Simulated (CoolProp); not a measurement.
Vapour-liquid equilibrium of n-octane (1) + m-xylene (2) at 0.28 MPa; x and y are mole fractions of (1).

Model: multi-fluid Helmholtz-energy mixture model, Beckmüller 2019 and Zhou 2012; pair parameters Bell 2016, in CoolProp.

```csv
x,bubble temperature (°C),y at the bubble point,dew temperature at overall composition x (°C),liquid density (mol/L)
0.05,180.4,0.069,180.7,6.592
0.125,178.9,0.167,179.5,6.440
0.2,177.5,0.257,178.4,6.292
0.275,176.2,0.342,177.2,6.149
0.35,174.9,0.423,176.0,6.011
0.425,173.8,0.499,174.9,5.878
0.5,172.7,0.571,173.7,5.748
0.575,171.6,0.641,172.6,5.623
0.65,170.7,0.708,171.5,5.502
0.725,169.7,0.773,170.4,5.385
0.8,168.9,0.836,169.4,5.272
0.875,168.0,0.898,168.3,5.162
0.95,167.2,0.960,167.3,5.055
```

No azeotrope shows between x = 0.05 and 0.95.

The pair parameters rest on a limited set of measurements; away from them the model extrapolates.
